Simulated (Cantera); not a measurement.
Mixture: H₂ : O₂ : N₂ = 1 : 0.893 : 3.36 (molar parts), at 1400000 Pa, adiabatic and at constant pressure. Ignition delay is the time to a rise of 400 K.

Cantera simulation using the H2/O2 subset of GRI-Mech 3.0, which has no nitrogen chemistry; the numbers are that mechanism's predictions, not measurements. The hydrogen kinetics of GRI-Mech 3.0 are dated; newer H2 mechanisms differ, most at raised pressure. The pressure lies above the range GRI-Mech 3.0 was tuned for (to about 10 atm). Below about 950 K walls govern HO2 and H2O2 in real vessels.

Problem. What does this change do: constant volume in place of constant pressure?

Solution. 
```
quantity                                                before       after
--------------------------------------------------  ----------  ----------
delay at 900 K                                         0.125 s     0.113 s
delay at 950 K                                         33.5 ms     30.6 ms
delay at 1000 K                                        10.0 ms     9.25 ms
delay at 1050 K                                        3.26 ms     3.04 ms
delay at 1100 K                                        1.11 ms     1.05 ms
delay at 1150 K                                       0.381 ms    0.363 ms
apparent activation energy between 1050 and 1150 K  220 kJ/mol  210 kJ/mol
```

Problem. What does this change do: pressure from 1400000 Pa to 160000 Pa?

Solution. 
```tsv
quantity	before	after
delay at 900 K	0.125 s	0.351 s
delay at 950 K	33.5 ms	49.5 ms
delay at 1000 K	10.0 ms	1.42 ms
delay at 1050 K	3.26 ms	0.131 ms
delay at 1100 K	1.11 ms	67.4 µs
delay at 1150 K	0.381 ms	44.2 µs
apparent activation energy between 1050 and 1150 K	220 kJ/mol	110 kJ/mol
```
